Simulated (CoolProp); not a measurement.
Chloromethane (R40) along the isotherm 278.2 K: density (kg/m³) from the reference equation and from simpler models built on Tc = 418.6 K, pc = 6929 kPa, ω = 0.150; each cubic takes its own stable root.

Values from CoolProp's reference Helmholtz-energy equation of state, Thol 2014.

```csv
p (kPa),phase,reference,van der Waals,Redlich-Kwong,Soave-Redlich-Kwong,Peng-Robinson
11,gas,0.2407,0.2404,0.2405,0.2405,0.2405
16.5,gas,0.3614,0.3608,0.3611,0.3611,0.3611
24.9,gas,0.5465,0.5450,0.5456,0.5457,0.5458
37.6,gas,0.8275,0.8241,0.8255,0.8257,0.8259
56.7,gas,1.253,1.245,1.248,1.249,1.250
85.6,gas,1.904,1.886,1.893,1.895,1.896
129,gas,2.899,2.857,2.873,2.876,(withheld)
195,gas,4.455,4.352,(withheld),4.397,4.404
294,gas,(withheld),6.640,6.732,6.749,6.764
443,liquid,951.1,10.19,(withheld),877.5,992.7
669,liquid,951.5,15.87,862.7,878.0,(withheld)
1010,liquid,952.1,25.25,863.5,878.7,993.8
1520,liquid,953.1,592.3,864.7,879.7,994.9
2300,liquid,954.5,594.7,866.5,881.3,996.4
3460,liquid,(withheld),598.1,(withheld),(withheld),998.6
```

**Question.** Fill in the missing entries.

**Answer.** 
- 129, Peng-Robinson: 2.879
- 195, Redlich-Kwong: 4.390
- 294, reference: 6.894
- 443, Redlich-Kwong: 862.2
- 669, Peng-Robinson: 993.2
- 3460, reference: 956.5
- 3460, Redlich-Kwong: 869.2
- 3460, Soave-Redlich-Kwong: 883.6

At some of these states van der Waals gives the other phase, because its saturation line lies elsewhere.
